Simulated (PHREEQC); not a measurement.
Dissolve 0.024 mol CaCl2, 0.0019 mol Na2SO4, 4.2e-07 mol H4SiO4 and 0.0025 mol HCl per kg of water at 20 °C. Closed to the air; pH follows from the charge balance.

Equilibrium calculation in PHREEQC: Pitzer model, pitzer.dat.

This is a speciation only: nothing precipitates in the calculation.

Q: What pH does the model give?

A: pH 2.71.

Q: In which forms is S present?

A: SO4-2 96 %, HSO4- 4.4 % of the S.
